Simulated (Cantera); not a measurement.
Input (Python, Cantera):

```python
import numpy as np
import cantera as ct

gas = ct.Solution("gri30.yaml")
gas.TPX = 925, 270, {'H2': 0.25, 'O2': 1}
inlet = ct.Reservoir(gas, clone=True)

reactor = ct.IdealGasConstPressureReactor(gas, energy="off", clone=False)
exhaust = ct.Reservoir(gas, clone=True)
tau = [6, 3.1, 1.6, 0.81, 0.42, 0.21, 0.11, 0.056, 0.029, 0.015, 0.0076][0]
for a, b in ((inlet, reactor), (reactor, exhaust)):
    ct.MassFlowController(a, b, mdot=lambda t: reactor.mass / tau)
net = ct.ReactorNet([reactor])
show = ['H2', 'O2', 'HO2', 'H', 'H2O2']

rows = []
print(f"{'tau/s':>10s}{'T/K':>9s}" + "".join(f"{s:>11s}" for s in show))
for tau in [6, 3.1, 1.6, 0.81, 0.42, 0.21, 0.11, 0.056, 0.029, 0.015, 0.0076]:
    net.initial_time = 0.0
    net.advance(30 * tau)
    before = gas.X
    net.advance(40 * tau)
    drift = np.max(np.abs(gas.X - before) / (gas.X + 1e-9))
    rows.append([gas.T, *gas[show].X, drift])
    print(f"{tau:10.3e}{gas.T:9.1f}" + "".join(f"{x:11.3e}" for x in gas[show].X))
```

It prints:

```
     tau/s      T/K         H2         O2        HO2          H       H2O2
 6.000e+00    925.0  1.489e-03  7.752e-01  3.289e-06  1.092e-03  7.976e-08
 3.100e+00    925.0  2.197e-03  7.739e-01  3.608e-06  2.089e-03  8.022e-08
 1.600e+00    925.0  3.235e-03  7.718e-01  3.870e-06  3.966e-03  7.926e-08
 8.100e-01    925.0  4.804e-03  7.685e-01  4.060e-06  7.554e-03  7.667e-08
 4.200e-01    925.0  7.016e-03  7.637e-01  4.146e-06  1.369e-02  7.268e-08
 2.100e-01    925.0  1.041e-02  7.565e-01  4.113e-06  2.433e-02  6.734e-08
 1.100e-01    925.0  1.498e-02  7.482e-01  3.964e-06  3.834e-02  6.246e-08
 5.600e-02    925.0  2.197e-02  7.401e-01  3.723e-06  5.448e-02  5.930e-08
 2.900e-02    925.0  3.252e-02  7.360e-01  3.456e-06  6.640e-02  5.945e-08
 1.500e-02    925.0  4.954e-02  7.378e-01  3.172e-06  6.985e-02  6.205e-08
 7.600e-03    925.0  7.802e-02  7.471e-01  2.819e-06  6.179e-02  6.330e-08
```

Model: GRI-Mech 3.0 (53 species, 325 reactions), integrated in Cantera. Radical loss at walls, strong at low pressure, is not modelled. Below about 950 K walls govern HO2 and H2O2 in real vessels. The temperature is held fixed by assumption; the heat of reaction is taken as removed at once.
